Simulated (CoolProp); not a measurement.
Vapour pressure (bar) of CHF3 (R23): the reference equation beside estimates from Tc = 26.1 °C, pc = 48.32 bar, ω = 0.263.

Model: reference Helmholtz-energy equation of state, Penoncello 2003, in CoolProp.

```json
[
 {"T (°C)": "-42.85", "reference": "6.348", "van der Waals": "15.43", "Soave-Redlich-Kwong": "6.414"},
 {"T (°C)": "-36.55", "reference": "8.014", "van der Waals": "17.53", "Soave-Redlich-Kwong": "8.118"},
 {"T (°C)": "-30.15", "reference": "10.02", "van der Waals": "19.83", "Soave-Redlich-Kwong": "10.17"},
 {"T (°C)": "-23.85", "reference": "12.35", "van der Waals": "22.27", "Soave-Redlich-Kwong": "12.55"},
 {"T (°C)": "-17.45", "reference": "15.10", "van der Waals": "24.93", "Soave-Redlich-Kwong": "15.37"},
 {"T (°C)": "-11.15", "reference": "18.23", "van der Waals": "27.74", "Soave-Redlich-Kwong": "18.57"},
 {"T (°C)": "-4.75", "reference": "21.89", "van der Waals": "30.79", "Soave-Redlich-Kwong": "22.30"},
 {"T (°C)": "1.55", "reference": "26.01", "van der Waals": "33.98", "Soave-Redlich-Kwong": "26.47"},
 {"T (°C)": "7.95", "reference": "30.78", "van der Waals": "37.42", "Soave-Redlich-Kwong": "31.26"},
 {"T (°C)": "14.25", "reference": "36.11", "van der Waals": "41.00", "Soave-Redlich-Kwong": "36.57"},
 {"T (°C)": "20.65", "reference": "42.27", "van der Waals": "44.85", "Soave-Redlich-Kwong": "42.60"}
]
```

Absolute difference from the reference over all 11 rows, mean and median: van der Waals 60.9 and 52.2 %, Soave-Redlich-Kwong 1.5 and 1.6 %.
